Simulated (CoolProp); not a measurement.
Saturated liquid density (kg/m³) of n-undecane: the reference equation beside estimates from Tc = 638.8 K, pc = 19.90 bar, ω = 0.539. Rackett uses Z = 0.29056 − 0.08775 ω.

Computed with CoolProp (reference Helmholtz-energy equation of state, Aleksandrov 2011). It is a short technical equation, of lower accuracy than the large ones.

```
T (K)  reference  Rackett  Redlich-Kwong  Peng-Robinson
-----  ---------  -------  -------------  -------------
449.2      616.9    654.0          483.1          593.0
451.9      614.5    651.3          480.9          590.8
454.6      612.2    648.6          478.6          588.6
457.3      609.8    645.9          476.4          586.3
460        607.4    643.2          474.1          583.9
462.7      605.0    640.5          471.8          581.6
465.4      602.5    637.7          469.5          579.2
468.1      600.1    635.0          467.2          576.8
470.8      597.6    632.2          464.8          574.3
473.5      595.2    629.4          462.4          571.8
476.2      592.7    626.5          460.0          569.3
478.9      590.1    623.7          457.6          566.7
481.6      587.6    620.8          455.1          564.1
484.3      585.0    617.9          452.6          561.4
487        582.5    615.0          450.1          558.7
```

Absolute difference from the reference over all 15 rows, mean and median: Rackett 5.8 and 5.8 %, Redlich-Kwong 22.2 and 22.1 %, Peng-Robinson 3.9 and 3.9 %.
